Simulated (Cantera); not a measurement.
Input: 1 mol SiCl4, 2.6 mol Cl2, 0.27 mol H2, at 1450 °C and 0.133 bar.

Method: chemical equilibrium by Gibbs-energy minimisation in Cantera with the NASA 1993 tables (ideal gas, pure condensed phases). Candidate condensed phases: Si; 19 gas species. The tables' values for SiCl3 are old estimates; treat these amounts as uncertain. Equilibrium is a limit: real reactors are often held back by kinetics, nucleation or transport.

Base state: Cl 0.340, Cl2 0.330, SiCl4 0.214, HCl 0.116, SiCl3 0.000493 (mole fractions); condensed: gas only.

### Question
What changes in the equilibrium state with this change: temperature from 1450 °C to 1025 °C?

### Answer
```
species    before    after
-------  --------  -------
Cl2         0.330    0.582
SiCl4       0.214    0.255
HCl         0.116    0.138
Cl          0.340   0.0255
SiCl3    0.000493  1.01e-6
```

### Question
What changes in the equilibrium state with this change: H2 from 0.27 to 0.5 mol?

### Answer
```csv
species,before,after
Cl,0.340,0.312
Cl2,0.330,0.277
HCl,0.116,0.206
SiCl4,0.214,0.205
SiCl3,0.000493,0.000517
```
